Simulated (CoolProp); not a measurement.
Values from CoolProp's reference Helmholtz-energy equation of state, Platzer 1990. This equation is an older, rougher fit.

**Question.** For R13, give the phase and the cp (kJ/(kg K)), cv (kJ/(kg K)), viscosity (µPa s) at 16.65 °C and 8.49 bar; 116.75 °C and 8.49 bar; 176.85 °C and 8.49 bar.

**Answer.** 
- 16.65 °C and 8.49 bar: gas; cp 0.693, cv 0.571, viscosity 14.1
- 116.75 °C and 8.49 bar: gas; cp 0.754, cv 0.661, viscosity 18.4
- 176.85 °C and 8.49 bar: gas; cp 0.794, cv 0.705, viscosity 20.8

Viscosity comes from a separate model (Huber 2003), an estimate that may be off by 10 % or more.
